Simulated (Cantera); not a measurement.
An adiabatic, constant-volume homogeneous reactor starts with C2H4 : O2 : N2 : CO2 = 1 : 1.36 : 5.13 : 0.3 (molar parts), at 1475 K and 165 Torr. Integrator tolerance rtol = 1e-08.

Computed with Cantera and GRI-Mech 3.0 (53 species, 325 reactions). GRI-Mech 3.0 was tuned for natural gas; its chemistry of ethylene as a main component is partial and can be far from experiment.

Problem. What does this change do: 0.32 parts H2O added?

Solution. 
```json
[
 {"quantity": "time of steepest temperature rise", "before": "0.130 ms", "after": "0.126 ms"},
 {"quantity": "temperature at 6.00 s", "before": "2772 K", "after": "2730 K"},
 {"quantity": "equilibrium temperature", "before": "2772 K", "after": "2730 K"},
 {"quantity": "x(C2H4) at 6.00 s", "before": "<1e-12 (gas-phase equilibrium <1e-12)", "after": "<1e-12 (gas-phase equilibrium <1e-12)"},
 {"quantity": "x(O2) at 6.00 s", "before": "0.000341 (gas-phase equilibrium 0.000341)", "after": "0.000403 (gas-phase equilibrium 0.000403)"},
 {"quantity": "x(CO2) at 6.00 s", "before": "0.0212 (gas-phase equilibrium 0.0212)", "after": "0.0258 (gas-phase equilibrium 0.0258)"},
 {"quantity": "x(H2) at 6.00 s", "before": "0.112 (gas-phase equilibrium 0.112)", "after": "0.115 (gas-phase equilibrium 0.115)"},
 {"quantity": "x(CH3) at 6.00 s", "before": "6.50e-12 (gas-phase equilibrium 7.33e-12)", "after": "4.84e-12 (gas-phase equilibrium 5.51e-12)"},
 {"quantity": "x(NO) at 6.00 s", "before": "0.00117 (gas-phase equilibrium 0.00117)", "after": "0.00118 (gas-phase equilibrium 0.00118)"},
 {"quantity": "x(C2H2) at 6.00 s", "before": "<1e-12 (gas-phase equilibrium <1e-12)", "after": "<1e-12 (gas-phase equilibrium <1e-12)"}
]
```

Problem. What does this change do: initial temperature 1475 to 1750 K?

Solution. 
```tsv
quantity	before	after
time of steepest temperature rise	0.130 ms	55.1 µs
temperature at 6.00 s	2772 K	2865 K
equilibrium temperature	2772 K	2865 K
x(C2H4) at 6.00 s	<1e-12 (gas-phase equilibrium <1e-12)	<1e-12 (gas-phase equilibrium <1e-12)
x(O2) at 6.00 s	0.000341 (gas-phase equilibrium 0.000341)	0.000735 (gas-phase equilibrium 0.000735)
x(CO2) at 6.00 s	0.0212 (gas-phase equilibrium 0.0212)	0.0197 (gas-phase equilibrium 0.0197)
x(H2) at 6.00 s	0.112 (gas-phase equilibrium 0.112)	0.106 (gas-phase equilibrium 0.106)
x(CH3) at 6.00 s	6.50e-12 (gas-phase equilibrium 7.33e-12)	5.08e-12 (gas-phase equilibrium 5.84e-12)
x(NO) at 6.00 s	0.00117 (gas-phase equilibrium 0.00117)	0.00195 (gas-phase equilibrium 0.00195)
x(C2H2) at 6.00 s	<1e-12 (gas-phase equilibrium <1e-12)	<1e-12 (gas-phase equilibrium <1e-12)
```
Above 3000 K some thermodynamic fits are extrapolated.

Problem. What does this change do: initial temperature 1475 to 1375 K?

Solution. 
```tsv
quantity	before	after
time of steepest temperature rise	0.130 ms	0.205 ms
temperature at 6.00 s	2772 K	2733 K
equilibrium temperature	2772 K	2733 K
x(C2H4) at 6.00 s	<1e-12 (gas-phase equilibrium <1e-12)	<1e-12 (gas-phase equilibrium <1e-12)
x(O2) at 6.00 s	0.000341 (gas-phase equilibrium 0.000341)	0.000239 (gas-phase equilibrium 0.000239)
x(CO2) at 6.00 s	0.0212 (gas-phase equilibrium 0.0212)	0.0216 (gas-phase equilibrium 0.0216)
x(H2) at 6.00 s	0.112 (gas-phase equilibrium 0.112)	0.114 (gas-phase equilibrium 0.114)
x(CH3) at 6.00 s	6.50e-12 (gas-phase equilibrium 7.33e-12)	7.21e-12 (gas-phase equilibrium 8.09e-12)
x(NO) at 6.00 s	0.00117 (gas-phase equilibrium 0.00117)	0.000930 (gas-phase equilibrium 0.000930)
x(C2H2) at 6.00 s	<1e-12 (gas-phase equilibrium <1e-12)	<1e-12 (gas-phase equilibrium <1e-12)
```
